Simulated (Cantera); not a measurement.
Predominance diagram of Ca at 1350 K against the partial pressures of O2 and Br2 (log10, bar). Standard-state values (1 bar) from the NASA 1993 polynomials, evaluated with Cantera. Candidates: Ca(l), CaBr2(l), CaO(s). Only these pure phases compete in this equilibrium. Not in the tables: oxide halides.

```
log p(Br2) \ log p(O2)
        columns: -29, -27.2, -25.4, -23.6, -21.8, -19.9, -18.1, -16.3, -14.5, -12.7, -10.9, -9.1, -7.2, -5.4, -3.6, -1.8, 0
      0  A A A A A A A A A A A A A A A A A
   -1.2  A A A A A A A A A A A A A A A A B
   -2.4  A A A A A A A A A A A A A A A B B
   -3.6  A A A A A A A A A A A A A A B B B
   -4.8  A A A A A A A A A A A A B B B B B
     -6  A A A A A A A A A A A B B B B B B
   -7.2  A A A A A A A A A A B B B B B B B
   -8.4  A A A A A A A A A B B B B B B B B
   -9.6  A A A A A A A B B B B B B B B B B
  -10.8  A A A A A A B B B B B B B B B B B
    -12  A A A A A B B B B B B B B B B B B
```

A: CaBr2(l); B: CaO(s).
